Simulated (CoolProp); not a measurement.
The fluid at 274.76 K and 4.54 MPa flows at 2.8 m/s in a round tube of 100 mm bore and 1.5 µm roughness, fully developed (64/Re and Nu = 3.66 if laminar; Colebrook and Gnielinski if turbulent). The same conditions are run with several fluids, on thermodynamics alone (safety and materials aside).

Model: reference Helmholtz-energy equation of state of each fluid (c-C4F8 (RC318): Platzer 1990; R245fa: Akasaka 2015; n-decane: Lemmon 2006; sulfur hexafluoride: Guder 2009; R142b: Lemmon 2006), in CoolProp. The equations of Platzer and Polt are older, rougher fits.

### Question
Rank c-C4F8 (RC318), R245fa, n-decane, sulfur hexafluoride, R142b by Reynolds number, highest first.

### Answer
sulfur hexafluoride (2220000), R142b (1050000), c-C4F8 (RC318) (797000), R245fa (712000), n-decane (160000)

```json
[
 {"fluid": "c-C4F8 (RC318)", "Darcy friction factor": "0.0124", "pressure drop (Pa/m)": "782", "heat-transfer coefficient (W/(m² K))": "2900", "mass flow (kg/h)": "127000"},
 {"fluid": "R245fa", "Darcy friction factor": "0.0126", "pressure drop (Pa/m)": "698", "heat-transfer coefficient (W/(m² K))": "3360", "mass flow (kg/h)": "112000"},
 {"fluid": "n-decane", "Darcy friction factor": "0.0164", "pressure drop (Pa/m)": "482", "heat-transfer coefficient (W/(m² K))": "1930", "mass flow (kg/h)": "59200"},
 {"fluid": "sulfur hexafluoride", "Darcy friction factor": "0.0107", "pressure drop (Pa/m)": "670", "heat-transfer coefficient (W/(m² K))": "3900", "mass flow (kg/h)": "126000"},
 {"fluid": "R142b", "Darcy friction factor": "0.0119", "pressure drop (Pa/m)": "550", "heat-transfer coefficient (W/(m² K))": "3400", "mass flow (kg/h)": "93400"}
]
```

Transport values come from each fluid's own correlations; those of c-C4F8 (RC318), R245fa, R142b are estimates that may be off by 10 % or more.
